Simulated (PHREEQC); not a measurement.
0.74 g of hydrous ferric oxide (600 m²/g; 0.2 weak and 0.005 strong sites per Fe, Dzombak-Morel constants, diffuse double layer) in 1 kg of water with 0.001 mol/kgw of an inert sodium salt and 0.00028 mol H3BO3, 0.0042 mol BaCl2 and 2.1e-06 mol MgCl2, at 25 °C; the pH is set by adding NaOH or the inert anion's acid. O2 is buffered at 0.21 atm. No CO2 enters from the air. Precipitation was switched off in this run.

Computed with PHREEQC (ion-association model, wateq4f.dat).

```
pH    B sorbed (%)  Ba sorbed (%)  Mg sorbed (%)  surface charge σ (C/m²)  surface potential ψ (mV)
----  ------------  -------------  -------------  -----------------------  ------------------------
4              0.2            0.0            0.0                    0.233                       180
4.75           0.4            0.0            0.0                    0.149                       158
5.5            0.5            0.0            0.0                    0.086                       130
5.88           0.5            0.1            0.0                    0.062                       114
6.62           0.5            0.5            0.4                    0.032                        81
7.38           0.5            1.0            8.0                    0.013                        44
8.12           0.5            1.5           67.7                    0.002                         6
8.5            0.4            3.1           89.8                   -0.003                       -10
9.25           0.1           11.2           97.9                   -0.006                       -23
10             0.0           17.2           98.7                   -0.007                       -25
```

Complexes and solids missing from the database can't appear.
